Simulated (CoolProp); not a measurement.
Values from CoolProp's reference Helmholtz-energy equation of state, Akasaka 2015.

For R245fa, give the phase and the cp (kJ/(kg K)), isothermal compressibility (1/MPa), Prandtl number at 236 K and 13.7 MPa; 236 K and 16 MPa.


- 236 K and 13.7 MPa: liquid; cp 1.18, isothermal compressibility 0.000943, Prandtl number 10.7
- 236 K and 16 MPa: liquid; cp 1.18, isothermal compressibility 0.000922, Prandtl number 10.8

Viscosity comes from a separate model (Bell 2016), an estimate that may be off by 10 % or more. Thermal conductivity comes from a separate model (Huber 2003), an estimate that may be off by 10 % or more.
